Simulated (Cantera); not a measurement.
A closed system holds: 1 mol Si3N4, 0.011 mol N2O, 100 mol H2, held at 825 Torr.

Equilibrium computed with Cantera from the NASA thermochemical tables; the gas is ideal and each condensed phase is pure. Candidate condensed phases: H2O, Si, SiO2, Si2N2O, Si3N4; 35 gas species. Mutual solubility and eutectic melting of coexisting phases are not modelled. Gases not in the tables: Si2H6 and higher silanes. Kinetics and transport are ignored.

Q: Which condensed phases are stable at each of these points (T (K)): 1050, 1125, 1200, 1275, 1350, 1425, 1500, 1575, 1650, 1725, 1800, 1875, 1950, 2025?

A: 
| T (K) | condensed phases | Si condensed (%) |
|---|---|---|
| 1050 | Si2N2O(s) + Si3N4(s) | 100.0 |
| 1125 | Si2N2O(s) + Si3N4(s) | 100.0 |
| 1200 | Si2N2O(s) + Si3N4(s) | 100.0 |
| 1275 | Si2N2O(s) + Si3N4(s) | 100.0 |
| 1350 | Si2N2O(s) + Si3N4(s) | 100.0 |
| 1425 | Si2N2O(s) + Si3N4(s) | 100.0 |
| 1500 | Si2N2O(s) + Si3N4(s) | 100.0 |
| 1575 | Si(s) + Si2N2O(s) + Si3N4(s) | 100.0 |
| 1650 | Si(s) + Si2N2O(s) + Si3N4(s) | 99.9 |
| 1725 | Si(l) + Si2N2O(s) + Si3N4(s) | 99.6 |
| 1800 | Si(l) + Si3N4(s) | 99.5 |
| 1875 | Si(l) | 99.4 |
| 1950 | Si(l) | 99.2 |
| 2025 | Si(l) | 98.9 |

From 1050 K to 1500 K the condensed part is Si2N2O(s) + Si3N4(s). From 1575 K to 1650 K the condensed part is Si(s) + Si2N2O(s) + Si3N4(s). At 1725 K the condensed part is Si(l) + Si2N2O(s) + Si3N4(s). At 1800 K the condensed part is Si(l) + Si3N4(s). From 1875 K to 2025 K the condensed part is Si(l).
